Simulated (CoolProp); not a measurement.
A Linde-Hampson liquefier for oxygen: isothermal reversible compression at 200 K from 1 atm to 10 MPa, throttling to 1 atm, return gas leaving the recuperator 0 K below the feed. Each further row changes one setting.

Model: reference Helmholtz-energy equation of state, Schmidt 1985, in CoolProp.

```
case                        liquid yield per pass  compression work (kJ/kg of gas)
--------------------------  ---------------------  -------------------------------
as stated                                   0.195                              223
high pressure 20 MPa                        0.337                              246
warm-end temperature 230 K                  0.123                              264
warm-end gap 5 K                            0.183                              223
```
